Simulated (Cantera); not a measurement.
# Si₂Cl₆ + HCl + H₂ (silicon epitaxy and polysilicon growth)

Feed: 1 mol Si₂Cl₆, a varied amount of HCl, 170 mol H₂, equilibrated at 527 °C and 13300 Pa.

These are equilibrium values from Cantera (NASA tables, ideal gas, pure condensed phases), not measurements of a reactor. Candidate condensed phases: Si; 19 gas species. The feed counts by its element totals alone. Rates play no part.

From 0.2 mol HCl to 1.1 mol HCl the condensed part is Si(s). From 1.3 mol HCl to 1.7 mol HCl nothing is condensed. The main Si-bearing gas is SiCl₄ throughout.

| n(HCl) (mol) | x H₂ | x SiCl₄ | x SiHCl₃ | x HCl | n Si(s) |
|---|---|---|---|---|---|
| 0.2 | 0.989 | 0.00542 | 0.00425 | 0.00114 | 0.293 |
| 0.41 | 0.989 | 0.00563 | 0.00437 | 0.00115 | 0.235 |
| 0.63 | 0.988 | 0.00584 | 0.00449 | 0.00116 | 0.174 |
| 0.84 | 0.988 | 0.00604 | 0.00461 | 0.00117 | 0.117 |
| 1.1 | 0.987 | 0.00630 | 0.00475 | 0.00118 | 0.0453 |
| 1.3 | 0.987 | 0.00659 | 0.00473 | 0.00124 | 0 |
| 1.5 | 0.987 | 0.00730 | 0.00410 | 0.00159 | 0 |
| 1.7 | 0.986 | 0.00795 | 0.00350 | 0.00202 | 0 |
x: gas mole fraction; n: condensed amount in mol.
